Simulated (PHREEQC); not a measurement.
Dissolve 0.0026 mol KHCO3 per kg of water at 25 °C. Closed to the air; pH follows from the charge balance.

The numbers come from PHREEQC with the ion-association model, wateq4f.dat.

```yaml
pH: 8.28
ionic_strength: 0.00263 mol/kgw
total_alkalinity: 2.60 meq/kg
```

```json
[
 {"species": "K+", "molality": "0.00260", "activity": "0.00246", "log γ": "-0.025"},
 {"species": "HCO3-", "molality": "0.00254", "activity": "0.00241", "log γ": "-0.024"},
 {"species": "CO2", "molality": "2.86e-5", "activity": "2.86e-5", "log γ": "0.000"},
 {"species": "CO3-2", "molality": "2.66e-5", "activity": "2.14e-5", "log γ": "-0.096"},
 {"species": "OH-", "molality": "2.00e-6", "activity": "1.89e-6", "log γ": "-0.025"},
 {"species": "H+", "molality": "5.57e-9", "activity": "5.29e-9", "log γ": "-0.023"}
]
```

Precipitation was switched off in this run.
